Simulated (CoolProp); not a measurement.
Computed with CoolProp (reference Helmholtz-energy equation of state, Zhou 2012).

**Question.** For o-xylene, give the phase and the Z, speed of sound (m/s), isothermal compressibility (1/MPa), conductivity (mW/(m K)) at 25.05 °C and 50.6 bar; 37.95 °C and 50.6 bar; 50.95 °C and 50.6 bar.

**Answer.** 
- 25.05 °C and 50.6 bar: liquid; Z 0.246, speed of sound 1370, isothermal compressibility 0.000775, conductivity 132
- 37.95 °C and 50.6 bar: liquid; Z 0.239, speed of sound 1320, isothermal compressibility 0.000840, conductivity 129
- 50.95 °C and 50.6 bar: liquid; Z 0.232, speed of sound 1270, isothermal compressibility 0.000913, conductivity 126

Thermal conductivity comes from a separate model (Mylona 2014).
